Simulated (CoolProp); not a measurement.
The numbers come from the reference Helmholtz-energy equation of state, Colonna 2008 in CoolProp. It is a short technical equation, of lower accuracy than the large ones.

Question: Give the vapour pressure (MPa), enthalpy of vaporisation (kJ/kg), surface tension (mN/m) of saturated dodecamethylcyclohexasiloxane (D6) at 501, 522.9, 566.8 K.

Answer: 
| T (K) | p (MPa) | enthalpy of vaporisation (kJ/kg) | surface tension (mN/m) |
|---|---|---|---|
| 501 | 0.0682 | 104 | 4.71 |
| 522.9 | 0.113 | 97.6 | 3.63 |
| 566.8 | 0.268 | 81.9 | 1.79 |

Surface tension comes from a separate correlation (Mulero 2014).
